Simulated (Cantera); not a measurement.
A perfectly stirred reactor is fed with N2O = 1 (molar parts), at 0.590 bar; it is held at 1425 K, and followed from long to short residence time.

Model: GRI-Mech 3.0 (53 species, 325 reactions), integrated in Cantera. GRI-Mech 3.0 was tuned for natural gas; its chemistry of N2O as a main component is partial and can be far from experiment. The temperature is held fixed by assumption; the heat of reaction is taken as removed at once.

x: mole fraction; the columns are a selection and need not sum to one.

```json
[
 {"τ (s)": "4.2", "x N2O": "0.0193", "x O2": "0.297", "x NO2": "[?]", "x N2": "0.625", "x NO": "0.0583", "x O": "8.89e-6"},
 {"τ (s)": "1.5", "x N2O": "0.0476", "x O2": "0.279", "x NO2": "[?]", "x N2": "0.597", "x NO": "0.0764", "x O": "1.32e-5"},
 {"τ (s)": "0.50", "x N2O": "0.118", "x O2": "0.249", "x NO2": "0.000409", "x N2": "0.543", "x NO": "0.0904", "x O": "1.90e-5"},
 {"τ (s)": "0.17", "x N2O": "0.261", "x O2": "0.202", "x NO2": "0.000394", "x N2": "0.448", "x NO": "0.0887", "x O": "2.47e-5"},
 {"τ (s)": "0.060", "x N2O": "0.483", "x O2": "0.138", "x NO2": "[?]", "x N2": "0.311", "x NO": "0.0676", "x O": "2.88e-5"},
 {"τ (s)": "0.021", "x N2O": "0.720", "x O2": "0.0742", "x NO2": "[?]", "x N2": "0.168", "x NO": "0.0381", "x O": "3.11e-5"},
 {"τ (s)": "0.0072", "x N2O": "0.881", "x O2": "0.0314", "x NO2": "[?]", "x N2": "0.0713", "x NO": "0.0165", "x O": "3.21e-5"},
 {"τ (s)": "0.0025", "x N2O": "0.955", "x O2": "0.0119", "x NO2": "[?]", "x N2": "0.0269", "x NO": "0.00627", "x O": "3.24e-5"},
 {"τ (s)": "0.00086", "x N2O": "0.984", "x O2": "0.00420", "x NO2": "[?]", "x N2": "0.00955", "x NO": "0.00222", "x O": "3.24e-5"},
 {"τ (s)": "0.00030", "x N2O": "0.994", "x O2": "0.00147", "x NO2": "[?]", "x N2": "0.00335", "x NO": "0.000777", "x O": "3.20e-5"},
 {"τ (s)": "0.00010", "x N2O": "0.998", "x O2": "0.000474", "x NO2": "[?]", "x N2": "0.00111", "x NO": "0.000252", "x O": "3.10e-5"}
]
```

### Question
Fill in the missing entries.

### Answer

- 4.2, x NO2: 0.000277
- 1.5, x NO2: 0.000353
- 0.060, x NO2: 0.000292
- 0.021, x NO2: 0.000156
- 0.0072, x NO2: 5.99e-5
- 0.0025, x NO2: 1.74e-5
- 0.00086, x NO2: 3.63e-6
- 0.00030, x NO2: 5.81e-7
- 0.00010, x NO2: 6.87e-8
